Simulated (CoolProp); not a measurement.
R11 along the isotherm 500 K: density (kg/m³) from the reference equation and from simpler models built on Tc = 471.1 K, pc = 44.08 bar, ω = 0.189; each cubic takes its own stable root.

Model: reference Helmholtz-energy equation of state, Jacobsen 1992, in CoolProp.

```tsv
p (bar)	phase	reference
4.41	gas	14.99
8.82	gas	30.92
13.2	gas	47.82
17.6	gas	66.08
22	gas	85.92
26.4	gas	107.7
30.9	gas	132.5
35.3	gas	160.0
39.7	gas	191.8
44.1	supercritical	229.8
48.5	supercritical	277.0
52.9	supercritical	338.8
57.3	supercritical	422.8
61.7	supercritical	525.4
66.1	supercritical	618.1
```

**Question.** How far does each simpler model (ideal gas, van der Waals, Soave-Redlich-Kwong) lie from the reference over these 15 states: mean and median of the absolute difference, and the worst?

**Answer.** 
- ideal gas: mean 30.2 %, median 27.1 %, worst -64.7 % at 500 K and 66.1 bar
- van der Waals: mean 2.5 %, median 1.1 %, worst +10.2 % at 500 K and 57.3 bar
- Soave-Redlich-Kwong: mean 2.9 %, median 0.9 %, worst -12.3 % at 500 K and 66.1 bar
